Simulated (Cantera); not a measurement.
An isothermal, constant-pressure homogeneous reactor starts with 100 % N₂O, at 1425 K and 58.5 Torr.

Computed with Cantera and GRI-Mech 3.0 (53 species, 325 reactions). GRI-Mech 3.0 was tuned for natural gas; its chemistry of N2O as a main component is partial and can be far from experiment. The temperature is held fixed by assumption; the heat of reaction is taken as removed at once.

One state of this run: x N₂O = 4.95e-6; x NO₂ = 0.000283; x O = 2.59e-6; x O₂ = 0.267; x NO = 0.133; x N₂ = 0.600. x: mole fraction; the columns are a selection and need not sum to one.

Task: Which value of t (s) does it belong to?
A) 0.0671
B) 50.0
C) 0.173
D) 0.444

Result: B, 50.0
